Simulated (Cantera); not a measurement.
Moist CO burnout

A perfectly stirred reactor is fed with CO : O2 : H2O : N2 = 0.0012 : 0.061 : 0.00028 : 1 (molar parts), at 6.40 bar; it is held at 1098 K, and followed from long to short residence time.

Model: GRI-Mech 3.0 (53 species, 325 reactions), integrated in Cantera.

```csv
τ (s),x CO,x O2,x H2O,x CO2,x N2O,x H2O2
1.9,0.000663,0.0572,0.000263,0.000466,6.06e-7,4.98e-9
0.69,0.000894,0.0573,0.000263,0.000235,3.07e-7,6.23e-9
0.25,0.00103,0.0574,0.000263,9.62e-5,1.26e-7,6.48e-9
0.090,0.00110,0.0574,0.000263,3.23e-5,4.46e-8,5.37e-9
0.032,0.00112,0.0574,0.000263,7.33e-6,1.20e-8,2.36e-9
0.012,0.00113,0.0574,0.000264,5.72e-7,1.51e-9,9.73e-11
0.0042,0.00113,0.0574,0.000264,5.20e-8,2.06e-10,1.96e-12
0.0015,0.00113,0.0574,0.000264,9.82e-9,3.76e-11,<1e-12
0.00054,0.00113,0.0574,0.000264,2.49e-9,6.19e-12,<1e-12
```
x: mole fraction; the columns are a selection and need not sum to one.
